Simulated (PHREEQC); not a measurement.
## Copper plating or etch bath: an equilibrium model

Consider water at 25 °C with 1.6 mmol/kgw CuSO4, 0.21 mmol/kgw HBF4 and 2 mmol/kgw FeCl3. Closed to the air; pH follows from the charge balance.

Computed with PHREEQC (ion-association model, phreeqc.dat).

Each row changes one thing in this solution. This is a speciation only: nothing precipitates in the calculation.

```json
[
 {"case": "as made", "pH": "2.88", "ionic strength (mol/kgw)": "0.0120", "Cu+2 (mol/kgw)": "0.00147", "SO4-2 (mol/kgw)": "0.000919", "FeF+2 (mol/kgw)": "0.000664", "FeOH+2 (mol/kgw)": "0.000488", "SI of Goethite (FeOOH)": "+5.45", "SI of Hematite (Fe2O3)": "+12.91"},
 {"case": "temperature from 25 to 15 °C", "pH": "2.92", "ionic strength (mol/kgw)": "0.0121", "Cu+2 (mol/kgw)": "0.00148", "SO4-2 (mol/kgw)": "0.000906", "FeF+2 (mol/kgw)": "0.000696", "FeOH+2 (mol/kgw)": "0.000402", "SI of Goethite (FeOOH)": "+5.35", "SI of Hematite (Fe2O3)": "+12.65"},
 {"case": "diluted 5-fold with water", "pH": "3.35", "ionic strength (mol/kgw)": "0.00265", "Cu+2 (mol/kgw)": "0.000308", "SO4-2 (mol/kgw)": "0.000278", "FeF+2 (mol/kgw)": "0.000107", "FeOH+2 (mol/kgw)": "0.000144", "SI of Goethite (FeOOH)": "+5.94", "SI of Hematite (Fe2O3)": "+13.89"},
 {"case": "temperature from 25 to 50 °C", "pH": "2.80", "ionic strength (mol/kgw)": "0.0119", "Cu+2 (mol/kgw)": "0.00142", "SO4-2 (mol/kgw)": "0.000945", "FeF+2 (mol/kgw)": "___", "FeOH+2 (mol/kgw)": "0.000653", "SI of Goethite (FeOOH)": "+5.63", "SI of Hematite (Fe2O3)": "+13.38"},
 {"case": "HBF4 from 0.00021 to 2.1e-05 mol/kgw", "pH": "2.94", "ionic strength (mol/kgw)": "0.0118", "Cu+2 (mol/kgw)": "0.00148", "SO4-2 (mol/kgw)": "0.000817", "FeF+2 (mol/kgw)": "8.13e-5", "FeOH+2 (mol/kgw)": "0.000804", "SI of Goethite (FeOOH)": "+5.79", "SI of Hematite (Fe2O3)": "+13.59"},
 {"case": "temperature from 25 to 5 °C", "pH": "2.96", "ionic strength (mol/kgw)": "0.0122", "Cu+2 (mol/kgw)": "0.00149", "SO4-2 (mol/kgw)": "0.000899", "FeF+2 (mol/kgw)": "0.000721", "FeOH+2 (mol/kgw)": "0.000311", "SI of Goethite (FeOOH)": "+5.21", "SI of Hematite (Fe2O3)": "+12.33"},
 {"case": "0.0014 mol/kgw NaHCO3 added", "pH": "___", "ionic strength (mol/kgw)": "0.0125", "Cu+2 (mol/kgw)": "0.00145", "SO4-2 (mol/kgw)": "0.00112", "FeF+2 (mol/kgw)": "0.000579", "FeOH+2 (mol/kgw)": "0.000600", "SI of Goethite (FeOOH)": "+6.32", "SI of Hematite (Fe2O3)": "+14.65"},
 {"case": "HBF4 replaced by HF at the same molality", "pH": "2.94", "ionic strength (mol/kgw)": "0.0119", "Cu+2 (mol/kgw)": "0.00148", "SO4-2 (mol/kgw)": "0.000835", "FeF+2 (mol/kgw)": "0.000197", "FeOH+2 (mol/kgw)": "0.000747", "SI of Goethite (FeOOH)": "+5.75", "SI of Hematite (Fe2O3)": "+13.50"},
 {"case": "6.6e-05 mol/kgw Na2CO3 added", "pH": "2.91", "ionic strength (mol/kgw)": "0.0121", "Cu+2 (mol/kgw)": "0.00147", "SO4-2 (mol/kgw)": "0.000935", "FeF+2 (mol/kgw)": "0.000660", "FeOH+2 (mol/kgw)": "0.000500", "SI of Goethite (FeOOH)": "+5.52", "SI of Hematite (Fe2O3)": "+13.05"}
]
```

Some entries are withheld; supply them.


- temperature from 25 to 50 °C, FeF+2 (mol/kgw): 0.000558
- 0.0014 mol/kgw NaHCO3 added, pH: 3.27

Some of these states are supersaturated (in Hematite (slow to form), Goethite (slow to form), Fe(OH)3(a), for instance). Away from 25 °C the constants follow the database's enthalpies or fits; those with neither stay at their 25 °C values. Real BF4- forms and hydrolyses slowly; the run takes it at equilibrium. Fluoro complexes past AlF4- and FeF3 are missing from the database.
